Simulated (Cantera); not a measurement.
Input: 1 mol PbO, 0.32 mol CH4, 0.27 mol CO, equilibrated at 727 °C and 4.90 bar.

Equilibrium computed with Cantera from the NASA thermochemical tables; the gas is ideal and each condensed phase is pure. Equilibrium is a limit: real reactors are often held back by kinetics, nucleation or transport.

```tsv
species	before	after
Pb	3.31e-6	0.422
H2O	0.273	0.204
CO	0.182	0.188
CO2	0.297	0.0764
H2	0.239	0.0800
PbO	<1e-9	0.0221
CH4	0.00830	<1e-9
H	<1e-9	0.00355
OH	<1e-9	0.00193
Pb2	<1e-9	0.00183
O2	<1e-9	5.85e-5
O	<1e-9	5.60e-5
Pb(l), mol	1.000	0
```
Gas species are given as mole fractions.

### Question
Which change was made?
A) temperature from 727 °C to 2125 °C
B) temperature from 727 °C to 2250 °C
C) CH4 from 0.32 to 0.76 mol
D) CH4 from 0.32 to 4 mol

### Answer
B, temperature from 727 °C to 2250 °C. Gases not in the tables: (PbO)n polymers
